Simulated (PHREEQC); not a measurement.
Dissolve 0.0093 mol/kgw HF and 0.024 mol/kgw (NH4)2SiF6 at 40 °C. Closed to the air; pH follows from the charge balance.

Computed with PHREEQC (ion-association model, phreeqc.dat).

Precipitation was switched off in this run.

**Question.** Order these F species by the share of F that they hold, largest first: HF, SiF6-2, F-.

**Answer.** SiF6-2 (94 %), HF (4.6 %), F- (1.5 %)

The pH is 2.71 and the ionic strength 0.0743 mol/kgw. At this temperature some constants are extrapolated from 25 °C, and those without enthalpy data are left unchanged. SiF6-2 is the database's only silicon fluoride.
